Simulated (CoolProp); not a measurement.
Vapour-liquid equilibrium of propane (1) + isohexane (2) at 300 K; x and y are mole fractions of (1).

Computed with CoolProp (multi-fluid Helmholtz-energy mixture model, Lemmon 2009 and Lemmon 2006; pair parameters Bell 2016).

```
x     bubble pressure, mixture model (bar)  bubble pressure, Raoult's law (bar)  y, mixture model  y, Raoult's law
----  ------------------------------------  -----------------------------------  ----------------  ---------------
0.05                                   ___                               0.7882             0.608            0.633
0.15                                 1.663                                1.755               ___            0.853
0.25                                   ___                                2.723               ___            0.916
0.35                                   ___                                3.690             0.933            0.946
0.45                                 4.414                                4.657             0.952            0.964
0.55                                   ___                                5.624             0.966            0.976
0.65                                   ___                                6.592             0.976            0.984
0.75                                 7.281                                7.559             0.984            0.990
0.85                                   ___                                8.526             0.991            0.995
0.95                                 9.393                                9.493             0.997            0.998
```

### Question
Complete the blanks.

### Answer

- 0.05, bubble pressure, mixture model (bar): 0.7561
- 0.15, y, mixture model: 0.833
- 0.25, bubble pressure, mixture model (bar): 2.574
- 0.25, y, mixture model: 0.900
- 0.35, bubble pressure, mixture model (bar): 3.490
- 0.55, bubble pressure, mixture model (bar): 5.349
- 0.65, bubble pressure, mixture model (bar): 6.302
- 0.85, bubble pressure, mixture model (bar): 8.303

The largest gap from Raoult's law is -5.5 % in bubble pressure, at x = 0.25. No azeotrope shows between x = 0.05 and 0.95.

Pair parameters are fitted to limited data, so mixtures are less certain than the pure fluids.
